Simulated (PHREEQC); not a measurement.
Solution A (6.8 mmol/kgw HF, 0.041 mmol/kgw CsF and 4.3 mmol/kgw H3PO4) is mixed with solution B (0.018 mol KOH, 0.00057 mol Cs2SO4 and 0.018 mol Rb2SO4 per kg of water) at 25 °C; shares are by mass of water, 1 kg in all. Oxygen is held at 0.21 atm. The system is closed to CO2. Precipitation was switched off in this run.

The series has 21 steps of share of solution B, from 0 to 1.

Computed with PHREEQC (ion-association model, wateq4f.dat).

**Question.** Between which two steps does the pH jump most, and from what to what?

**Answer.** Between share of solution B = 0.45 and 0.5: from 7.71 to 10.96.

Species that the database lacks are ignored. H3PO4, which wateq4f.dat lacks, is added to it with the constant of phreeqc.dat.
